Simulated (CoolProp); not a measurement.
Model: reference Helmholtz-energy equation of state, Wagner 2002, in CoolProp.

### Question
For water, give the phase and the cv (kJ/(kg K)), speed of sound (m/s), conductivity (mW/(m K)) at 451.9 K and 0.101 MPa; 478.3 K and 0.101 MPa.

### Answer
- 451.9 K and 0.101 MPa: gas; cv 1.49, speed of sound 522, conductivity 31.4
- 478.3 K and 0.101 MPa: gas; cv 1.50, speed of sound 537, conductivity 33.9

Thermal conductivity comes from a separate model (Huber 2012).
